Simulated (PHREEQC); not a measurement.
Solution (25 °C): 0.065 mol/kgw Cu(NO3)2, 0.00011 mol/kgw HCl and 0.00079 mol/kgw H3BO3. Closed to the air; pH follows from the charge balance.

All values are PHREEQC results (ion-association model, wateq4f.dat), not measurements.

| quantity | before | after |
|---|---|---|
| pH | 4.00 | 3.87 |
| Cl- (mol/kgw) | 0.000104 | 0.000312 |
| H2BO3- (mol/kgw) | 6.93e-9 | 5.15e-9 |

Problem. Name the change that produced these shifts.
A) temperature from 25 to 5 °C
B) H3BO3 from 0.00079 to 0.00395 mol/kgw
C) HCl replaced by FeCl3 at the same molality
D) HCl replaced by NiCl2 at the same molality
E) temperature from 25 to 60 °C

Solution. C, HCl replaced by FeCl3 at the same molality

This is a speciation only: nothing precipitates in the calculation. Some of these states are supersaturated (in Fe(OH)3(a), Hematite (slow to form), for instance).
